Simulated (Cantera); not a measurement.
An isothermal, constant-pressure homogeneous reactor starts with N2O : O2 = 1 : 0.089 (molar parts), at 1023 K and 1330 Pa. Integrator tolerance rtol = 1e-08.

Computed with Cantera and GRI-Mech 3.0 (53 species, 325 reactions). GRI-Mech 3.0 was tuned for natural gas; its chemistry of N2O as a main component is partial and can be far from experiment. Radical loss at walls, strong at low pressure, is not modelled. The mechanism lacks the step 2 NO + O2 → 2 NO2, which can matter for NO2 below about 1400 K. The temperature is held fixed by assumption; the heat of reaction is taken as removed at once.

```
quantity                                            before                                     after
----------------  ----------------------------------------  ----------------------------------------
x(N2O) at 90.0 s    0.899 (gas-phase equilibrium 3.96e-10)     0.307 (gas-phase equilibrium 3.46e-9)
x(O2) at 90.0 s       0.0874 (gas-phase equilibrium 0.371)       0.266 (gas-phase equilibrium 0.371)
x(NO) at 90.0 s   0.000590 (gas-phase equilibrium 4.78e-5)    0.0159 (gas-phase equilibrium 4.78e-5)
x(O) at 90.0 s     7.02e-8 (gas-phase equilibrium 1.65e-9)  3.22e-8 (gas-phase equilibrium 1.90e-10)
x(N2) at 90.0 s       0.0126 (gas-phase equilibrium 0.629)       0.411 (gas-phase equilibrium 0.629)
x(NO2) at 90.0 s   1.16e-7 (gas-phase equilibrium 3.36e-7)  0.000265 (gas-phase equilibrium 2.93e-6)
```

Task: Name the change that produced these shifts.
A) temperature 1023 to 1548 K
B) temperature 1023 to 1598 K
C) pressure from 1330 Pa to 101000 Pa
D) temperature 1023 to 1525 K

Result: C, pressure from 1330 Pa to 101000 Pa
